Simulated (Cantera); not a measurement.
A Cantera script and what it prints.

```python
import numpy as np
import cantera as ct

gas_names = [...]  # 113 gases of nasa_gas.yaml made of C, H, O, Ta
cond_names = """
    C(gr) C6H6(L) C7H8(L) C8H18(L),n-octa H2O(s) H2O(L) Ta(cr) Ta(L) TaC(s) TaC(L) Ta2O5(s) Ta2O5(L)
""".split()


# ... load() reads the species with a 1 bar reference pressure and builds the phases ...
atoms = {
    'Ta(OEt)5': {'Ta': 1, 'C': 10, 'H': 25, 'O': 5},
    'CO2': {'C': 1, 'O': 2},
    'H2': {'H': 2},
}
top_T = {'C(gr)': 4500}  # K; cautious upper limits of use, not melting points


# ... equilibrate(T, P, feed) seeds the gas with the atoms and calls Mixture.equilibrate('TP', solver="vcs", rtol=1e-11, max_steps=5000) ...
results = []
T = 1425  # K
P = 101325  # Pa
for m in [0.83, 1.5, 2.1, 2.8, 3.4, 4, 4.7, 5.3, 6, 6.6]:
    feed = {'Ta(OEt)5': 1, 'CO2': m, 'H2': 220}  # mol
    mix = equilibrate(T, P, feed)
    results.append((T, P, feed, dict(zip(mix.species_names, mix.species_moles))))
    x = sorted(zip(gas.X, gas.species_names), reverse=True)
    print(f"T = {T:g} K  P = {P:g} Pa  n(CO2) = {m:g} mol  gas = {mix.phase_moles(0):.4g} mol")
    print("   x: " + "  ".join(f"{s} {v:.3e}" for v, s in x if v > 1e-06))
    print("   condensed (mol): " + ("  ".join(f"{mix.phase(i).name} {mix.phase_moles(i):.4g}"
          for i in range(1, mix.n_phases) if mix.phase_moles(i) > 1e-12) or "none"))
```

Output:

```
T = 1425 K  P = 101325 Pa  n(CO2) = 0.83 mol  gas = 238.3 mol
   x: H2 9.685e-01  CO 2.786e-02  CH4 3.581e-03  H2O 8.305e-05  H 6.669e-06  C2H2,acetylene 3.414e-06  C2H4 2.104e-06  CO2 1.051e-06
   condensed (mol): C(gr) 2.334  TaC(s) 1
T = 1425 K  P = 101325 Pa  n(CO2) = 1.5 mol  gas = 239.6 mol
   x: H2 9.631e-01  CO 3.328e-02  CH4 3.541e-03  H2O 9.865e-05  H 6.650e-06  C2H2,acetylene 3.395e-06  C2H4 2.080e-06  CO2 1.499e-06
   condensed (mol): C(gr) 1.673  TaC(s) 1
T = 1425 K  P = 101325 Pa  n(CO2) = 2.1 mol  gas = 240.8 mol
   x: H2 9.583e-01  CO 3.809e-02  CH4 3.506e-03  H2O 1.123e-04  H 6.634e-06  C2H2,acetylene 3.378e-06  C2H4 2.060e-06  CO2 1.963e-06
   condensed (mol): C(gr) 1.08  TaC(s) 1
T = 1425 K  P = 101325 Pa  n(CO2) = 2.8 mol  gas = 242.2 mol
   x: H2 9.528e-01  CO 4.363e-02  CH4 3.466e-03  H2O 1.279e-04  H 6.615e-06  C2H2,acetylene 3.359e-06  CO2 2.575e-06  C2H4 2.036e-06
   condensed (mol): C(gr) 0.3894  TaC(s) 1
T = 1425 K  P = 101325 Pa  n(CO2) = 3.4 mol  gas = 243.6 mol
   x: H2 9.489e-01  CO 4.825e-02  CH4 2.644e-03  H2O 1.832e-04  H 6.601e-06  CO2 4.096e-06  C2H2,acetylene 1.978e-06  C2H4 1.194e-06
   condensed (mol): TaC(s) 1
T = 1425 K  P = 101325 Pa  n(CO2) = 4 mol  gas = 245.1 mol
   x: H2 9.463e-01  CO 5.228e-02  CH4 7.299e-04  H2O 7.131e-04  CO2 1.732e-05  H 6.592e-06
   condensed (mol): TaC(s) 1
T = 1425 K  P = 101325 Pa  n(CO2) = 4.7 mol  gas = 246.1 mol
   x: H2 9.420e-01  CO 5.564e-02  H2O 1.971e-03  CH4 2.773e-04  CO2 5.118e-05  H 6.577e-06
   condensed (mol): TaC(s) 0.9227  Ta2O5(s) 0.03865
T = 1425 K  P = 101325 Pa  n(CO2) = 5.3 mol  gas = 246.9 mol
   x: H2 9.391e-01  CO 5.858e-02  H2O 1.994e-03  CH4 2.859e-04  CO2 5.468e-05  H 6.567e-06
   condensed (mol): TaC(s) 0.7529  Ta2O5(s) 0.1235
T = 1425 K  P = 101325 Pa  n(CO2) = 6 mol  gas = 247.8 mol
   x: H2 9.356e-01  CO 6.198e-02  H2O 2.019e-03  CH4 2.955e-04  CO2 5.879e-05  H 6.555e-06
   condensed (mol): TaC(s) 0.5547  Ta2O5(s) 0.2226
T = 1425 K  P = 101325 Pa  n(CO2) = 6.6 mol  gas = 248.6 mol
   x: H2 9.327e-01  CO 6.487e-02  H2O 2.039e-03  CH4 3.033e-04  CO2 6.234e-05  H 6.545e-06
   condensed (mol): TaC(s) 0.3848  Ta2O5(s) 0.3076
```

Cantera equilibrium calculation (NASA polynomials, part measured and part estimated; ideal gas, pure solids and liquids). The feed counts by its element totals alone. Mutual solubility and eutectic melting of coexisting phases are not modelled. TaC: taken at fixed stoichiometry. Condensed phases not in the tables: Ta2C.
